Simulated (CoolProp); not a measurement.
Fluoroethane (R161) at 312.41 K and 0.204 MPa is compressed adiabatically to 0.808 MPa with isentropic efficiency 0.6. Each further row changes one setting.

The numbers come from the reference Helmholtz-energy equation of state, Wu 2012 in CoolProp.

| case | work (kJ/kg) | final temperature (K) | final density (kg/m³) |
|---|---|---|---|
| as stated | ___ | 407.9 | ___ |
| efficiency 1 | ___ | ___ | ___ |
| efficiency 0.65 | ___ | ___ | ___ |

**Question.** Some entries are withheld; supply them.

**Answer.** 
- as stated, work (kJ/kg): 131
- as stated, final density (kg/m³): 12.0
- efficiency 1, work (kJ/kg): 78.4
- efficiency 1, final temperature (K): 375.1
- efficiency 1, final density (kg/m³): 13.2
- efficiency 0.65, work (kJ/kg): 121
- efficiency 0.65, final temperature (K): 401.7
- efficiency 0.65, final density (kg/m³): 12.2
